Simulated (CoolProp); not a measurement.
A single-stage vapour-compression cycle with the fluid: evaporating at 292.15 K (dew point), condensing at 342.15 K (bubble point), superheat 5 K, subcooling 0 K, compressor efficiency 0.9, no pressure losses. The same conditions are run with several fluids, on thermodynamics alone (safety and materials aside).

Model: reference Helmholtz-energy equation of state of each fluid (isobutene: Lemmon 2005; c-C4F8 (RC318): Platzer 1990; tetrahydrofuran: Fiedler 2023; n-perfluoropentane: Gao 2022; methanol: de Reuck 1993; sulfur dioxide: Gao 2016), in CoolProp. The equations of Platzer and Polt are older, rougher fits.

**Question.** Rank isobutene, c-C4F8 (RC318), tetrahydrofuran, n-perfluoropentane, methanol, sulfur dioxide by cooling COP, highest first.

**Answer.** tetrahydrofuran (4.61), methanol (4.50), sulfur dioxide (4.30), isobutene (4.04), c-C4F8 (RC318) (3.16), n-perfluoropentane (3.11)

| fluid | pressure ratio | discharge temperature (K) | refrigerating effect (kJ/kg) | volumetric capacity (kJ/m³) |
|---|---|---|---|---|
| isobutene | 3.80 | 346.2 | 249 | 1540 |
| c-C4F8 (RC318) | 4.07 | 342.1 | 52.4 | 1190 |
| tetrahydrofuran | 6.77 | 365.4 | 365 | 177 |
| n-perfluoropentane | 5.21 | 342.2 | 43.3 | 359 |
| methanol | 9.78 | 445.9 | 1060 | 172 |
| sulfur dioxide | 4.34 | 411.1 | 294 | 2580 |

The compression ends wet for: c-C4F8 (RC318); n-perfluoropentane.
